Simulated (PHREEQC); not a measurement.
Metal-bearing waste water: speciation

Make-up at 83 °C: 0.01 mol/kgw ZnSO4, 0.0006 mol/kgw CuCl2, 0.029 mol/kgw HCl and 0.00018 mol/kgw Na2SO4. Closed to the air; pH follows from the charge balance.

Model: ion-association model, phreeqc.dat, run in PHREEQC.

Precipitation was switched off in this run.

**Question.** Predict the pH.

**Answer.** pH 1.74.

**Question.** In which forms is Cu present?

**Answer.** Cu+2 68 %, CuCl+ 25 %, CuSO4 6.6 % of the Cu.

Species that the database lacks are ignored. Away from 25 °C the constants follow the database's enthalpies or fits; those with neither stay at their 25 °C values.
